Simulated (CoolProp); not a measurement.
A simple Rankine cycle with water: condensing at 329.15 K, boiler at 18.1 MPa, turbine inlet 635.8 K, turbine efficiency 0.8, pump efficiency 0.8, no recuperator. Each further row changes one setting.

Computed with CoolProp (reference Helmholtz-energy equation of state, Wagner 2002).

| case | thermal efficiency (%) | net work (kJ/kg) | heat in (kJ/kg) | turbine exit temperature (K) | volume ratio over the turbine |
|---|---|---|---|---|---|
| as stated | 29.6 | 692 | 2340 | 329.1 | ___ |
| turbine inlet 655.8 K | 30.3 | ___ | ___ | 329.1 | ___ |
| condensing temperature 321.15 K | 30.4 | ___ | 2370 | 321.1 | 1090 |
| boiler pressure 12.7 MPa | 29.7 | 782 | 2630 | 329.1 | 424 |
| turbine efficiency 0.7 | 25.8 | ___ | 2340 | 329.1 | ___ |

**Question.** Some entries are withheld; supply them.

**Answer.** 
- as stated, volume ratio over the turbine: 758
- turbine inlet 655.8 K, net work (kJ/kg): 764
- turbine inlet 655.8 K, heat in (kJ/kg): 2520
- turbine inlet 655.8 K, volume ratio over the turbine: 645
- condensing temperature 321.15 K, net work (kJ/kg): 721
- turbine efficiency 0.7, net work (kJ/kg): 602
- turbine efficiency 0.7, volume ratio over the turbine: 799

The expansion ends wet for: as stated; turbine inlet 655.8 K; condensing temperature 321.15 K; boiler pressure 12.7 MPa; turbine efficiency 0.7.
